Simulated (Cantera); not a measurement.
A perfectly stirred reactor is fed with H2 : O2 : N2 = 1 : 0.806 : 3.03 (molar parts), at 17.0 bar; it is adiabatic with a 525 K inlet, and is followed from long to short residence time, starting on the burning branch (τ in s: 0.036, 0.021, 0.012, 0.0069, 0.004, 0.0023, 0.0013, 0.00076, 0.00044, 0.00025, 0.00015, 8.4e-05, 4.8e-05).

Computed with Cantera and the H2/O2 subset of GRI-Mech 3.0, which has no nitrogen chemistry. The hydrogen kinetics of GRI-Mech 3.0 are dated; newer H2 mechanisms differ, most at raised pressure. The pressure lies above the range GRI-Mech 3.0 was tuned for (to about 10 atm).

Problem. What does this change do: H2 1 to 1.6 parts?

Solution. 
```tsv
quantity	before	after
blow-out, bracketed by the residence times tried	burning at 48.0 µs, the shortest tried	burning at 48.0 µs, the shortest tried
x(H2) at τ = 36.0 ms	0.000111	0.0105
x(O2) at τ = 36.0 ms	0.0701	0.00492
x(H) at τ = 36.0 ms	6.71e-6	0.000940
x(H2O2) at τ = 36.0 ms	5.88e-7	8.12e-7
x(OH) at τ = 36.0 ms	0.00162	0.00670
x(H2) at τ = 1.30 ms	0.000339	0.0114
x(O2) at τ = 1.30 ms	0.0701	0.00530
x(H) at τ = 1.30 ms	2.03e-5	0.00106
x(H2O2) at τ = 1.30 ms	8.07e-7	8.71e-7
x(OH) at τ = 1.30 ms	0.00206	0.00695
```
